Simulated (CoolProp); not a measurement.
Properties of R1233zd(E) at several states.

Model: reference Helmholtz-energy equation of state, Akasaka 2022, in CoolProp.

```
T (°C)  p (kPa)          phase  density (kg/m³)  cv (kJ/(kg K))  Joule-Thomson coefficient (K/MPa)  isothermal compressibility (1/MPa)  expansivity (1/kK)
------  -------  -------------  ---------------  --------------  ---------------------------------  ----------------------------------  ------------------
-70.05      269         liquid             1471          0.7036                            -0.4795                           0.0008437               1.387
154.85     64.2            gas            2.371          0.8924                              10.61                               15.69               2.393
23.25     20500         liquid             1317          0.8236                            -0.3725                            0.001560               1.485
145.55       99            gas            3.755          0.8831                              11.31                               10.22               2.485
176.25     5400  supercritical            724.0           1.020                              3.246                              0.1009               12.98
-41.25    17400         liquid             1436          0.7400                            -0.4586                           0.0009268               1.332
```
